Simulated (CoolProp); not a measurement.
Saturation properties of dimethyl carbonate (Tc = 557.0 K, pc = 4.909 MPa, ω = 0.346).

Values from CoolProp's reference Helmholtz-energy equation of state, Zhou 2011.

```json
[
 {"T (K)": "409.4", "p (MPa)": "0.3636", "liquid density (kg/m³)": "905.0", "enthalpy of vaporisation (kJ/kg)": "341.3", "liquid cp (kJ/(kg K))": "(withheld)"},
 {"T (K)": "417.5", "p (MPa)": "0.4400", "liquid density (kg/m³)": "892.1", "enthalpy of vaporisation (kJ/kg)": "334.6", "liquid cp (kJ/(kg K))": "2.114"},
 {"T (K)": "425.7", "p (MPa)": "0.5294", "liquid density (kg/m³)": "878.7", "enthalpy of vaporisation (kJ/kg)": "327.7", "liquid cp (kJ/(kg K))": "2.142"},
 {"T (K)": "433.9", "p (MPa)": "(withheld)", "liquid density (kg/m³)": "865.1", "enthalpy of vaporisation (kJ/kg)": "320.5", "liquid cp (kJ/(kg K))": "2.171"},
 {"T (K)": "442.1", "p (MPa)": "0.7488", "liquid density (kg/m³)": "851.0", "enthalpy of vaporisation (kJ/kg)": "312.9", "liquid cp (kJ/(kg K))": "2.202"},
 {"T (K)": "450.2", "p (MPa)": "0.8798", "liquid density (kg/m³)": "836.7", "enthalpy of vaporisation (kJ/kg)": "305.1", "liquid cp (kJ/(kg K))": "2.235"},
 {"T (K)": "458.4", "p (MPa)": "(withheld)", "liquid density (kg/m³)": "821.8", "enthalpy of vaporisation (kJ/kg)": "296.8", "liquid cp (kJ/(kg K))": "2.271"},
 {"T (K)": "466.6", "p (MPa)": "1.198", "liquid density (kg/m³)": "806.2", "enthalpy of vaporisation (kJ/kg)": "288.1", "liquid cp (kJ/(kg K))": "2.312"},
 {"T (K)": "474.8", "p (MPa)": "1.386", "liquid density (kg/m³)": "790.1", "enthalpy of vaporisation (kJ/kg)": "278.7", "liquid cp (kJ/(kg K))": "2.359"},
 {"T (K)": "482.9", "p (MPa)": "1.593", "liquid density (kg/m³)": "773.3", "enthalpy of vaporisation (kJ/kg)": "268.9", "liquid cp (kJ/(kg K))": "2.413"},
 {"T (K)": "491.1", "p (MPa)": "(withheld)", "liquid density (kg/m³)": "755.4", "enthalpy of vaporisation (kJ/kg)": "258.2", "liquid cp (kJ/(kg K))": "(withheld)"},
 {"T (K)": "499.3", "p (MPa)": "2.086", "liquid density (kg/m³)": "736.2", "enthalpy of vaporisation (kJ/kg)": "246.4", "liquid cp (kJ/(kg K))": "2.558"},
 {"T (K)": "507.5", "p (MPa)": "2.373", "liquid density (kg/m³)": "715.5", "enthalpy of vaporisation (kJ/kg)": "233.5", "liquid cp (kJ/(kg K))": "2.661"}
]
```

Task: Fill in the missing entries.

Result: 
- 409.4, liquid cp (kJ/(kg K)): 2.088
- 433.9, p (MPa): 0.6319
- 458.4, p (MPa): 1.029
- 491.1, p (MPa): 1.827
- 491.1, liquid cp (kJ/(kg K)): 2.478

It boils at 363.3 K under 1 atm.
